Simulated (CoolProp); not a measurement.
A single-stage vapour-compression cycle with the fluid: evaporating at 276.15 K (dew point), condensing at 300.15 K (bubble point), superheat 2 K, subcooling 8 K, compressor efficiency 0.65, no pressure losses. The same conditions are run with several fluids, on thermodynamics alone (safety and materials aside).

The numbers come from the reference Helmholtz-energy equation of state of each fluid (chlorine: Thol 2021; isohexane: Lemmon 2006; R22: Kamei 1995; R141b: Lemmon 2006; ammonia: Gao 2020; R365MFC: Lemmon 2016) in CoolProp.

```json
[
 {"fluid": "chlorine", "cooling COP": "6.97", "pressure ratio": "2.02", "discharge temperature (K)": "?", "refrigerating effect (kJ/kg)": "249", "volumetric capacity (kJ/m³)": "?"},
 {"fluid": "isohexane", "cooling COP": "?", "pressure ratio": "2.94", "discharge temperature (K)": "?", "refrigerating effect (kJ/kg)": "330", "volumetric capacity (kJ/m³)": "129"},
 {"fluid": "R22", "cooling COP": "6.98", "pressure ratio": "2.01", "discharge temperature (K)": "324.6", "refrigerating effect (kJ/kg)": "185", "volumetric capacity (kJ/m³)": "4260"},
 {"fluid": "R141b", "cooling COP": "7.28", "pressure ratio": "2.63", "discharge temperature (K)": "319.2", "refrigerating effect (kJ/kg)": "220", "volumetric capacity (kJ/m³)": "363"},
 {"fluid": "ammonia", "cooling COP": "6.96", "pressure ratio": "2.22", "discharge temperature (K)": "356.5", "refrigerating effect (kJ/kg)": "1180", "volumetric capacity (kJ/m³)": "4490"},
 {"fluid": "R365MFC", "cooling COP": "7.24", "pressure ratio": "2.88", "discharge temperature (K)": "305.6", "refrigerating effect (kJ/kg)": "185", "volumetric capacity (kJ/m³)": "257"}
]
```

### Question
Fill in the missing entries.

### Answer

- chlorine, discharge temperature (K): 354.3
- chlorine, volumetric capacity (kJ/m³): 3330
- isohexane, cooling COP: 7.27
- isohexane, discharge temperature (K): 306.8
